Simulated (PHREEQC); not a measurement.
A solution holds 0.0013 mol/kgw Cu(NO3)2, 5.9e-05 mol/kgw HBF4 and 0.17 mol/kgw KCl, at 25 °C. It is in equilibrium with CO2 at log p = -3.4 (atm). Otherwise closed; pH follows from the charge balance.

Model: ion-association model, wateq4f.dat, run in PHREEQC.

```yaml
pH: 3.79
ionic_strength: 0.174 mol/kgw
activity_of_water: 0.994
total_alkalinity: -0.236 meq/kg
```

| species | molality | activity | log γ |
|---|---|---|---|
| K+ | 0.170 | 0.123 | -0.141 |
| Cl- | 0.170 | 0.123 | -0.141 |
| NO3- | 0.00260 | 0.00184 | -0.151 |
| Cu+2 | 0.00112 | 0.000382 | -0.467 |
| H+ | 0.000202 | 0.000162 | -0.095 |
| F- | 0.000201 | 0.000144 | -0.144 |
| CuCl+ | 0.000173 | 0.000126 | -0.137 |
| H3BO3 | 5.90e-5 | 6.14e-5 | 0.017 |
| HF | 3.38e-5 | 3.51e-5 | 0.017 |
| CO2 | 1.30e-5 | 1.36e-5 | 0.017 |
| CuCl2 | 7.98e-6 | 8.30e-6 | 0.017 |

Precipitation was switched off in this run. Real BF4- forms and hydrolyses slowly; the run takes it at equilibrium.
